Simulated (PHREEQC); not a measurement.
PHREEQC input (ion-association model, wateq4f.dat):

```
SOLUTION_MASTER_SPECIES
  An  An-  0  An  62.0  # stands for a non-complexing anion
SOLUTION_SPECIES
  An- = An-
    -log_k 0
    -gamma 3.0 0
PHASES
  Fix_H+
    H+ = H+
    -log_k 0
SOLUTION 1
  temp 25
  units mmol/kgw
  pH 7 charge
  Cl 0.2642
  Mn(2) 0.13
  Ca 0.0021
  Na 100
  An 100
END
SELECTED_OUTPUT 1
  -reset false
  -pH true
  -pe true
  -ionic_strength true
  -water true
  -totals Ca Cl Mn Na Mn(2) Mn(3) Mn(6) Mn(7)
  -molalities Hfo_wOH Hfo_wOH2+ Hfo_wO- Hfo_sOH Hfo_sOH2+ Hfo_sO- Hfo_sOHCa+2 Hfo_wOCa+ Hfo_sOMn+ Hfo_wOMn+
  -saturation_indices Portlandite Pyrochroite Halite
USER_PUNCH 1
  -headings sigma psi
  10 PUNCH EDL("sigma", "Hfo"), EDL("psi", "Hfo")
PRINT
  -reset false
USE solution 1
SURFACE 1
  Hfo_wOH 0.000119101 600 0.053
  Hfo_sOH 2.97753e-06
EQUILIBRIUM_PHASES 1
  Fix_H+ -4 HAn 10
    -force_equality true
END
# ... the last block is repeated for the other 12 points of pH, with NaOH or the acid as the point needs
```

Selected output (columns that matter, 13 of 13 rows; pH added in front):

```
pH	mu	Ca	Mn	Na	m_Hfo_wOH	m_Hfo_wOH2+	m_Hfo_wO-	m_Hfo_sOH	m_Hfo_sOH2+	si_Portlandite	si_Pyrochroite	si_Halite	sigma	psi
4	0.10057	2.1e-06	0.00013	0.1	1.5846e-05	0.0001032	5.5737e-08	3.9611e-07	2.5798e-06	-20.89	-11.487	-6.3838	0.3208	0.14648
4.5	0.10048	2.1e-06	0.00013	0.1	3.094e-05	8.7912e-05	2.4946e-07	7.7289e-07	2.1961e-06	-19.889	-10.487	-6.3837	0.27265	0.13822
5	0.10044	2.1e-06	0.00012998	0.1	4.8508e-05	6.982e-05	7.7205e-07	1.2052e-06	1.7347e-06	-18.889	-9.4872	-6.3837	0.21478	0.12611
5.5	0.10043	2.1e-06	0.00012986	0.1	6.4443e-05	5.2854e-05	1.8e-06	1.5387e-06	1.262e-06	-17.889	-8.4876	-6.3837	0.15904	0.11098
6	0.10041	2.0999e-06	0.0001292	0.1	7.6657e-05	3.8955e-05	3.4557e-06	1.4251e-06	7.2422e-07	-16.889	-7.4898	-6.3837	0.11214	0.093702
6.5	0.1004	2.0998e-06	0.00012765	0.1	8.4791e-05	2.8245e-05	5.8312e-06	6.1099e-07	2.0353e-07	-15.889	-6.4951	-6.3837	0.075648	0.074975
7	0.10039	2.0998e-06	0.00012554	0.1	8.84e-05	2.019e-05	8.8668e-06	1.2038e-07	2.7493e-08	-14.889	-5.5023	-6.3837	0.047944	0.055093
7.5	0.10038	2.0992e-06	0.00011802	0.10001	8.4431e-05	1.1803e-05	1.3836e-05	2.1901e-08	3.0617e-09	-13.889	-4.5293	-6.3836	0.030182	0.038126
8	0.10036	2.0976e-06	0.00010147	0.10005	6.4865e-05	3.8901e-06	2.4778e-05	5.9835e-09	3.5884e-10	-12.89	-3.5953	-6.3834	0.023203	0.030291
8.5	0.10035	2.0954e-06	8.4591e-05	0.10009	3.6528e-05	7.7668e-07	3.9356e-05	2.0329e-09	4.3226e-11	-11.89	-2.6755	-6.3832	0.020732	0.027353
9	0.10035	2.0933e-06	7.3745e-05	0.10012	1.5695e-05	1.1285e-07	5.0006e-05	6.9604e-10	5.0047e-12	-10.891	-1.7389	-6.3831	0.019316	0.02563
9.5	0.10037	2.092e-06	6.8809e-05	0.10016	5.7186e-06	1.3585e-08	5.5145e-05	2.3213e-10	5.5147e-13	-9.8911	-0.781	-6.3829	0.018405	0.024504
10	0.10045	2.0908e-06	6.7094e-05	0.10026	1.972e-06	1.5578e-09	5.7188e-05	7.7764e-11	6.1431e-14	-8.8917	0.1722	-6.3825	0.017375	0.023212
```

Along this series the solution becomes supersaturated in solids that the run did not let form, among them Pyrochroite. Species that the database lacks are ignored.
